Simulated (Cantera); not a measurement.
A Cantera script and its output.

```python
import numpy as np
import cantera as ct

gas = ct.Solution("gri30.yaml")
gas.TPX = 1225, 2666, {'N2O': 1}
reactor = ct.IdealGasConstPressureReactor(gas, energy="off", clone=False)
net = ct.ReactorNet([reactor])
net.rtol, net.atol = 1e-08, 1e-18
show = ['N2O', 'N2', 'NO2', 'O', 'NO', 'O2']
times = np.geomspace(1e-06, 20, 15)

steps = ct.SolutionArray(gas, extra=["t"])
rows = []
print(f"{'t/s':>10s}{'T/K':>9s}{'P/Pa':>11s}" + "".join(f"{s:>11s}" for s in show))
for t in times:
    while net.time < t:
        t_next = net.step()
        steps.append(gas.state, t=t_next)
    rows.append([np.interp(t, steps.t, y) for y in (steps.T, steps.P, *steps(*show).X.T)])
    print(f"{t:10.3e}{rows[-1][0]:9.1f}{rows[-1][1]:11.4g}" + "".join(f"{x:11.3e}" for x in rows[-1][2:]))
rate = np.gradient(steps.T, steps.t)
print("integrator steps:", len(steps.t))
if steps.T.max() > steps.T[0] + 200:
    print(f"time of steepest temperature rise: {steps.t[rate.argmax()]:.4e} s")
gas.TPX = 1225, 2666, {'N2O': 1}
gas.equilibrate("TP")
print(f"equilibrium (TP): T = {gas.T:.1f} K  " + "  ".join(f"{s} {gas[s].X[0]:.3e}" for s in show))
```

Result:

```
       t/s      T/K       P/Pa        N2O         N2        NO2          O         NO         O2
 1.000e-06   1225.0       2666  1.000e+00  1.310e-08  8.029e-24  1.304e-08  7.379e-12  2.833e-11
 3.323e-06   1225.0       2666  1.000e+00  4.376e-08  9.735e-22  4.310e-08  8.130e-11  3.121e-10
 1.104e-05   1225.0       2666  1.000e+00  1.478e-07  1.172e-19  1.405e-07  8.887e-10  3.412e-09
 3.669e-05   1225.0       2666  1.000e+00  5.156e-07  1.254e-17  4.392e-07  9.349e-09  3.589e-08
 1.219e-04   1225.0       2666  1.000e+00  1.942e-06  1.176e-15  1.201e-06  9.059e-08  3.478e-07
 4.051e-04   1225.0       2666  1.000e+00  7.941e-06  6.776e-14  2.307e-06  6.889e-07  2.645e-06
 1.346e-03   1225.0       2666  9.999e-01  3.080e-05  1.687e-12  2.675e-06  3.440e-06  1.320e-05
 4.472e-03   1225.0       2666  9.998e-01  1.078e-04  2.352e-11  2.678e-06  1.286e-05  4.937e-05
 1.486e-02   1225.0       2666  9.994e-01  3.637e-04  2.750e-10  2.678e-06  4.415e-05  1.695e-04
 4.938e-02   1225.0       2666  9.981e-01  1.213e-03  2.983e-09  2.678e-06  1.480e-04  5.682e-04
 1.641e-01   1225.0       2666  9.936e-01  4.024e-03  2.965e-08  2.678e-06  4.917e-04  1.888e-03
 5.452e-01   1225.0       2666  9.789e-01  1.324e-02  2.370e-07  2.678e-06  1.619e-03  6.216e-03
 1.811e+00   1225.0       2666  9.322e-01  4.261e-02  1.251e-06  2.676e-06  5.208e-03  2.000e-02
 6.019e+00   1225.0       2666  7.965e-01  1.279e-01  4.643e-06  2.672e-06  1.562e-02  6.003e-02
 2.000e+01   1225.0       2666  4.932e-01  3.184e-01  1.382e-05  2.651e-06  3.884e-02  1.495e-01
integrator steps: 624
equilibrium (TP): T = 1225.0 K  N2O 2.846e-09  N2 6.665e-01  NO2 8.457e-07  O 1.497e-07  NO 2.746e-04  O2 3.332e-01
```

Computed with Cantera and GRI-Mech 3.0 (53 species, 325 reactions). GRI-Mech 3.0 was tuned for natural gas; its chemistry of N2O as a main component is partial and can be far from experiment. Radical loss at walls, strong at low pressure, is not modelled. The mechanism lacks the step 2 NO + O2 → 2 NO2, which can matter for NO2 below about 1400 K. The temperature is held fixed by assumption; the heat of reaction is taken as removed at once.
